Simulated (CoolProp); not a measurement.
The fluoroketone C6F12O (FK-5-1-12) along the isobar 10100 kPa: fugacity coefficient from the reference equation and from simpler models built on Tc = 441.8 K, pc = 1869 kPa, ω = 0.471; each cubic takes its own stable root.

The numbers come from the reference Helmholtz-energy equation of state, McLinden 2015 in CoolProp.

| T (K) | phase | reference |
|---|---|---|
| 253 | liquid | 0.0009097 |
| 259 | liquid | 0.001301 |
| 265 | liquid | 0.001821 |
| 270.9 | liquid | 0.002488 |
| 276.9 | liquid | 0.003356 |
| 282.9 | liquid | 0.004451 |
| 288.9 | liquid | 0.005811 |
| 294.8 | liquid | 0.007448 |
| 300.8 | liquid | 0.009458 |
| 306.8 | liquid | 0.01186 |
| 312.8 | liquid | 0.01470 |
| 318.7 | liquid | 0.01795 |

**Question.** How far does each simpler model (van der Waals, Redlich-Kwong, Soave-Redlich-Kwong, Peng-Robinson) lie from the reference over these 12 states: mean and median of the absolute difference, and the worst?

**Answer.** 
- van der Waals: mean 1961.6 %, median 1471.7 %, worst +5087.4 % at 253 K and 10100 kPa
- Redlich-Kwong: mean 305.9 %, median 275.7 %, worst +563.6 % at 253 K and 10100 kPa
- Soave-Redlich-Kwong: mean 8.2 %, median 7.7 %, worst +10.8 % at 253 K and 10100 kPa
- Peng-Robinson: mean 2.2 %, median 2.0 %, worst +6.2 % at 253 K and 10100 kPa
